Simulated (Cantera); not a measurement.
Input: 1 mol CH3Cl, 0.043 mol Si, 0.19 mol H2, at 10.0 Torr.

Cantera equilibrium calculation (NASA polynomials, part measured and part estimated; ideal gas, pure solids and liquids). Candidate condensed phases: C, C6H6, C7H8, C8H18, Si, SiC; 123 gas species. Ions and electrons are included (thermal ionisation). The numbers say what is thermodynamically allowed, not how fast it happens.

Problem. Which condensed phases are stable at each of these points (T (°C)): 2727, 3227, 3727, 4227, 4727?

Solution. 
```tsv
T (°C)	condensed phases	Si condensed (%)
2727	C(graphite)	0.0
3227	gas only	0.0
3727	gas only	0.0
4227	gas only	0.0
4727	gas only	0.0
```

At 2727 °C the condensed part is C(graphite). From 3227 °C to 4727 °C nothing is condensed.
